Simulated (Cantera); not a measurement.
An adiabatic, constant-pressure homogeneous reactor starts with H2 : O2 : N2 = 1 : 0.357 : 3.25 (molar parts), at 1775 K and 0.400 bar. Integrator tolerance rtol = 1e-08.

Cantera simulation using GRI-Mech 3.0 (53 species, 325 reactions); the numbers are that mechanism's predictions, not measurements.

```csv
quantity,before,after
time of steepest temperature rise,25.8 µs,17.1 µs
temperature at 2.00 s,2625 K,2801 K
equilibrium temperature,2625 K,2801 K
x(H2) at 2.00 s,0.0683 (gas-phase equilibrium 0.0683),0.110 (gas-phase equilibrium 0.110)
x(O2) at 2.00 s,0.00135 (gas-phase equilibrium 0.00135),0.00440 (gas-phase equilibrium 0.00440)
x(N2O) at 2.00 s,7.65e-8 (gas-phase equilibrium 7.65e-8),1.44e-7 (gas-phase equilibrium 1.44e-7)
x(OH) at 2.00 s,0.00915 (gas-phase equilibrium 0.00915),0.0233 (gas-phase equilibrium 0.0233)
x(NO) at 2.00 s,0.00223 (gas-phase equilibrium 0.00223),0.00467 (gas-phase equilibrium 0.00467)
x(H) at 2.00 s,0.0176 (gas-phase equilibrium 0.0176),0.0435 (gas-phase equilibrium 0.0435)
x(HO2) at 2.00 s,4.30e-7 (gas-phase equilibrium 4.30e-7),1.83e-6 (gas-phase equilibrium 1.83e-6)
```

What was changed between the two runs?
A. pressure from 0.400 bar to 17.0 bar
B. N2 3.25 to 1.7 parts
C. initial temperature 1775 to 1523 K
D. pressure from 0.400 bar to 3.10 bar

B, N2 3.25 to 1.7 parts
